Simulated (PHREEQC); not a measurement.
A solution holds 0.021 mol Al(NO3)3 and 0.0041 mol MgSO4 per kg of water, at 20 °C. Closed to the air; pH follows from the charge balance.

All values are PHREEQC results (ion-association model, wateq4f.dat), not measurements.

Precipitation was switched off in this run.

Estimate the pH, ionic strength.

pH 3.67; ionic strength 0.122 mol/kgw.

In which forms is S present?

AlSO4+ 77 %, SO4-2 20 %, MgSO4 2.1 %, Al(SO4)2- 1.3 % of the S.

Saturation is exceeded, for instance for Basaluminite, Gibbsite (slow to form); the values hold only as long as no solid forms.
